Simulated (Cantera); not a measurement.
Mixture: 3.15 % CH₄, 0.379 % C₂H₆, 0.249 % C₃H₈, 20.2 % O₂, 76.0 % N₂, equivalence ratio 0.44, at 7.60 atm, adiabatic and at constant volume. Ignition delay is the time to a rise of 400 K.

Computed with Cantera and GRI-Mech 3.0 (53 species, 325 reactions).

Task: Predict: delay at 1323 K; delay at 1423 K; delay at 1523 K; delay at 1623 K; apparent activation energy between 1573 and 1673 K.

Result: 
| Item | Value |
|---|---|
| delay at 1323 K | 0.205 ms |
| delay at 1423 K | 71.0 µs |
| delay at 1523 K | 28.6 µs |
| delay at 1623 K | 13.3 µs |
| apparent activation energy between 1573 and 1673 K | 150 kJ/mol |
